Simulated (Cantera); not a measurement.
Input: 1 mol SiH₄, 0.11 mol CO₂, 1.2 mol N₂, equilibrated at 430 Pa.

These are equilibrium values from Cantera (NASA tables, ideal gas, pure condensed phases), not measurements of a reactor. Candidate condensed phases: C, C₆H₆, C₇H₈, C₈H₁₈, H₂O, Si, SiC, SiO₂, Si₂N₂O, Si₃N₄; 151 gas species. N₂ is the only nitrogen source here; it is nearly inert below about 1500 K, so the nitride shown seldom forms there in practice. Mutual solubility and eutectic melting of coexisting phases are not modelled. The numbers say what is thermodynamically allowed, not how fast it happens.

x: gas mole fraction; n: condensed amount in mol.

```csv
T (K),x H₂,x N₂,x CH₄,x HCN,x CO,x H,n C(graphite),n Si₂N₂O(s),n Si₃N₄(s),n SiC(s)
1000,0.767,0.233,0.000242,2.19e-6,3.82e-9,3.03e-8,0.109,0.220,0.187,0
1025,0.767,0.233,[?],[?],[?],[?],0.110,0.220,0.187,0
1050,0.767,0.233,[?],[?],[?],[?],0.110,0.220,0.187,0
1075,0.767,0.233,0.000114,6.70e-6,6.14e-8,1.96e-7,0.110,0.220,0.187,0
1100,0.767,0.233,9.08e-5,9.39e-6,1.42e-7,3.45e-7,0.110,0.220,0.187,0
1125,0.767,0.233,7.30e-5,1.30e-5,3.18e-7,5.94e-7,0.110,0.220,0.187,0
1150,0.767,0.233,5.92e-5,1.77e-5,6.84e-7,9.97e-7,0.110,0.220,0.187,0
1175,0.767,0.233,4.85e-5,2.37e-5,1.43e-6,1.64e-6,0.110,0.220,0.187,0
1200,0.767,0.233,4.00e-5,3.15e-5,2.88e-6,2.64e-6,0.110,0.220,0.187,0
1225,0.767,0.233,3.32e-5,4.13e-5,5.64e-6,4.16e-6,0.110,0.220,0.187,0
1250,0.746,0.254,2.50e-5,5.25e-5,1.05e-5,6.37e-6,0,0.220,0.150,0.110
```

Problem. Fill in the missing entries.

Solution. 
- 1050, x CH₄: 0.000145
- 1050, x HCN: 4.70e-6
- 1050, x CO: 2.54e-8
- 1050, x H: 1.08e-7
- 1025, x CH₄: 0.000186
- 1025, x HCN: 3.24e-6
- 1025, x CO: 1.01e-8
- 1025, x H: 5.82e-8
